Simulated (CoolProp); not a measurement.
Values from CoolProp's reference Helmholtz-energy equation of state, de Reuck 1990.

Problem. Give the vapour pressure (MPa), liquid density (kg/m³), liquid cp (kJ/(kg K)), vapour Z of saturated fluorine at -166.35, -153.25, -144.55 °C.

Solution. 
```
T (°C)   p (MPa)  liquid density (kg/m³)  liquid cp (kJ/(kg K))  vapour Z
-------  -------  ----------------------  ---------------------  --------
-166.35    0.714                    1330                   1.64     0.872
-153.25     1.63                    1210                   1.85     0.777
-144.55     2.57                    1100                   2.21     0.689
```
